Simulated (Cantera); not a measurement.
Charge: 1 mol Cu, 0.0048 mol O2, 110 mol H2, at 2.10 Torr.

These are equilibrium values from Cantera (NASA tables, ideal gas, pure condensed phases), not measurements of a reactor. Candidate condensed phases: Cu, CuO, Cu(OH)2, Cu2O, H2O; 12 gas species. Equilibrium is a limit: real reactors are often held back by kinetics, nucleation or transport.

x: gas mole fraction; n: condensed amount in mol.

```json
[
 {"T (K)": "1550", "x H2": "0.993", "x Cu": "0.00663", "x H": "0.000593", "x H2O": "8.67e-5", "x Cu2": "…", "x OH": "1.74e-9", "n Cu(l)": "0.265"},
 {"T (K)": "1575", "x H2": "0.990", "x Cu": "0.00900", "x H": "0.000781", "x H2O": "8.65e-5", "x Cu2": "…", "x OH": "2.48e-9", "n Cu(l)": "0"},
 {"T (K)": "1600", "x H2": "0.990", "x Cu": "0.00900", "x H": "0.00102", "x H2O": "8.64e-5", "x Cu2": "…", "x OH": "3.50e-9", "n Cu(l)": "0"},
 {"T (K)": "1625", "x H2": "0.990", "x Cu": "0.00900", "x H": "0.00133", "x H2O": "8.64e-5", "x Cu2": "…", "x OH": "4.88e-9", "n Cu(l)": "0"},
 {"T (K)": "1650", "x H2": "0.989", "x Cu": "0.00900", "x H": "0.00171", "x H2O": "8.64e-5", "x Cu2": "…", "x OH": "6.74e-9", "n Cu(l)": "0"},
 {"T (K)": "1675", "x H2": "0.989", "x Cu": "0.00899", "x H": "0.00218", "x H2O": "8.64e-5", "x Cu2": "…", "x OH": "9.22e-9", "n Cu(l)": "0"},
 {"T (K)": "1700", "x H2": "0.988", "x Cu": "0.00899", "x H": "0.00277", "x H2O": "8.64e-5", "x Cu2": "…", "x OH": "1.25e-8", "n Cu(l)": "0"},
 {"T (K)": "1725", "x H2": "0.987", "x Cu": "0.00899", "x H": "0.00349", "x H2O": "8.63e-5", "x Cu2": "…", "x OH": "1.68e-8", "n Cu(l)": "0"},
 {"T (K)": "1750", "x H2": "0.987", "x Cu": "0.00899", "x H": "0.00437", "x H2O": "8.63e-5", "x Cu2": "…", "x OH": "2.24e-8", "n Cu(l)": "0"}
]
```

Task: Some entries are withheld; supply them.

Result: 
- 1550, x Cu2: 3.55e-6
- 1575, x Cu2: 5.14e-6
- 1600, x Cu2: 4.08e-6
- 1625, x Cu2: 3.26e-6
- 1650, x Cu2: 2.62e-6
- 1675, x Cu2: 2.12e-6
- 1700, x Cu2: 1.72e-6
- 1725, x Cu2: 1.41e-6
- 1750, x Cu2: 1.16e-6
